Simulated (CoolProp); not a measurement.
The numbers come from the reference Helmholtz-energy equation of state, Lemmon 2006 in CoolProp. It is a short technical equation, of lower accuracy than the large ones.

Give the vapour pressure (MPa), liquid density (kg/m³), vapour density (kg/m³), surface tension (mN/m) of saturated n-nonane at 183.25, 228.55, 258.75 °C.


```json
[
 {"T (°C)": "183.25", "p (MPa)": "0.223", "liquid density (kg/m³)": "578", "vapour density (kg/m³)": "8.37", "surface tension (mN/m)": "8.54"},
 {"T (°C)": "228.55", "p (MPa)": "0.550", "liquid density (kg/m³)": "527", "vapour density (kg/m³)": "20.9", "surface tension (mN/m)": "5.17"},
 {"T (°C)": "258.75", "p (MPa)": "0.915", "liquid density (kg/m³)": "486", "vapour density (kg/m³)": "36.8", "surface tension (mN/m)": "3.15"}
]
```

Surface tension comes from a separate correlation (Mulero 2012).
